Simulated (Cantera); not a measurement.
A Cantera script and its output.

```python
import numpy as np
import cantera as ct

gas = ct.Solution("gri30.yaml")


def delay(T, t_max=10):
    gas.TPX = T, 480000, {'CO': 1, 'H2': 0.86, 'CH4': 0.86, 'O2': 3.73, 'N2': 14, 'H2O': 0.43}
    reactor = ct.IdealGasReactor(gas, clone=False)
    net = ct.ReactorNet([reactor])
    net.rtol, net.atol = 1e-8, 1e-16
    while net.time < t_max:
        t_old, T_old = net.time, reactor.T
        net.step()
        if reactor.T > T + 400:  # ignition: a rise of 400 K
            return t_old + (T + 400 - T_old) / (reactor.T - T_old) * (net.time - t_old)
    return np.nan


taus = []
for T in [1225, 1275, 1325, 1375, 1425, 1475, 1525, 1575, 1625, 1675]:
    taus.append(delay(T))
    print(f"T0 = {T:6g} K   tau = {taus[-1]:.4e} s")
```

Result:

```
T0 =   1225 K   tau = 1.8782e-04 s
T0 =   1275 K   tau = 1.2010e-04 s
T0 =   1325 K   tau = 8.1209e-05 s
T0 =   1375 K   tau = 5.7093e-05 s
T0 =   1425 K   tau = 4.1362e-05 s
T0 =   1475 K   tau = 3.0726e-05 s
T0 =   1525 K   tau = 2.3330e-05 s
T0 =   1575 K   tau = 1.8062e-05 s
T0 =   1625 K   tau = 1.4225e-05 s
T0 =   1675 K   tau = 1.1372e-05 s
```

Computed with Cantera and GRI-Mech 3.0 (53 species, 325 reactions).
